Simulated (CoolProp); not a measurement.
R1123 along the isobar 15.3 MPa: Z from the reference equation and from simpler models built on Tc = 331.7 K, pc = 4.549 MPa, ω = 0.243; each cubic takes its own stable root.

Model: reference Helmholtz-energy equation of state, Akasaka 2020, in CoolProp.

| T (K) | phase | reference | van der Waals | Redlich-Kwong | Soave-Redlich-Kwong | Peng-Robinson |
|---|---|---|---|---|---|---|
| 312.6 | liquid | 0.4563 | 0.6608 | 0.5091 | 0.5029 | 0.4493 |
| 327.8 | liquid | 0.4618 | 0.6516 | 0.5142 | 0.5126 | 0.4598 |
| 343.1 | supercritical | 0.4729 | … | … | 0.5291 | 0.4772 |
| 358.3 | supercritical | 0.4910 | … | 0.5380 | 0.5531 | 0.5024 |
| 373.5 | supercritical | 0.5172 | 0.6434 | 0.5573 | … | 0.5359 |
| 388.7 | supercritical | 0.5523 | 0.6473 | 0.5818 | … | 0.5766 |
| 403.9 | supercritical | 0.5946 | 0.6544 | 0.6105 | 0.6691 | 0.6217 |
| 419.1 | supercritical | 0.6407 | 0.6649 | 0.6423 | 0.7144 | 0.6673 |
| 434.4 | supercritical | 0.6868 | 0.6786 | 0.6754 | 0.7579 | 0.7109 |
| 449.6 | supercritical | … | 0.6948 | … | 0.7972 | 0.7504 |
| 464.8 | supercritical | 0.7682 | 0.7130 | 0.7383 | 0.8322 | 0.7857 |
| 480 | supercritical | 0.8024 | 0.7323 | 0.7665 | … | 0.8169 |

**Question.** Complete the blanks.

**Answer.** 
- 343.1, van der Waals: 0.6456
- 343.1, Redlich-Kwong: 0.5237
- 358.3, van der Waals: 0.6429
- 373.5, Soave-Redlich-Kwong: 0.5853
- 388.7, Soave-Redlich-Kwong: 0.6249
- 449.6, reference: 0.7296
- 449.6, Redlich-Kwong: 0.7077
- 480, Soave-Redlich-Kwong: 0.8630
